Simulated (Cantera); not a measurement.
Source: NASA polynomial tables (part measured, part estimated), evaluated in Cantera. Values are per mole of reaction as written; species without (g) are pure solids or liquids, kept so even where they would boil at 1 bar.

SrO + H2(g) → Sr + H2O(g), with ΔH° = 350.2 kJ and ΔS° = 57.5 J/K at 300 K.

### Question
How far is the shortcut ΔG° ≈ ΔH°(300 K) − T·ΔS°(300 K) from the full temperature-dependent value at 1848, 1873, 1898, 1923, 1948, 1973 K?

### Answer
```json
[
 {"T (K)": "1848", "shortcut (kJ)": "243.9", "full (kJ)": "262.4", "difference (kJ)": "-18.5", "difference in log10 K": "0.52", "condensed phases": "SrO(s), Sr(l)"},
 {"T (K)": "1873", "shortcut (kJ)": "242.4", "full (kJ)": "261.3", "difference (kJ)": "-18.9", "difference in log10 K": "0.53", "condensed phases": "SrO(s), Sr(l)"},
 {"T (K)": "1898", "shortcut (kJ)": "241.0", "full (kJ)": "260.2", "difference (kJ)": "-19.2", "difference in log10 K": "0.53", "condensed phases": "SrO(s), Sr(l)"},
 {"T (K)": "1923", "shortcut (kJ)": "239.6", "full (kJ)": "259.2", "difference (kJ)": "-19.6", "difference in log10 K": "0.53", "condensed phases": "SrO(s), Sr(l)"},
 {"T (K)": "1948", "shortcut (kJ)": "238.1", "full (kJ)": "258.1", "difference (kJ)": "-20.0", "difference in log10 K": "0.54", "condensed phases": "SrO(s), Sr(l)"},
 {"T (K)": "1973", "shortcut (kJ)": "236.7", "full (kJ)": "257.1", "difference (kJ)": "-20.4", "difference in log10 K": "0.54", "condensed phases": "SrO(s), Sr(l)"}
]
```
The shortcut ignores heat capacities and the phase changes listed.
